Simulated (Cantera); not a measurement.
Gas mixture: 93.3 % H2, 6.65 % N2, at 760 Torr, frozen composition.

Cantera's kinetic-theory transport with the Lennard-Jones parameters of GRI-Mech 3.0, ideal gas; thermal conductivity in the mixture-averaged form.

One state of this run: ρ (kg/m³) = 0.0571; cp (J/kg/K) = 7939; μ (µPa s) = 22.3; λ (mW/m/K) = 305; Pr = 0.580; D (cm²/s) CH4 = 3.38; D (cm²/s) H = 10.8; D (cm²/s) CH3 = 3.35. D: mixture-averaged diffusion coefficient of that species in the mixture.

Question: Which value of T (K) does it belong to?
A. 600
B. 400
C. 800
D. 1400

Answer: C, 800
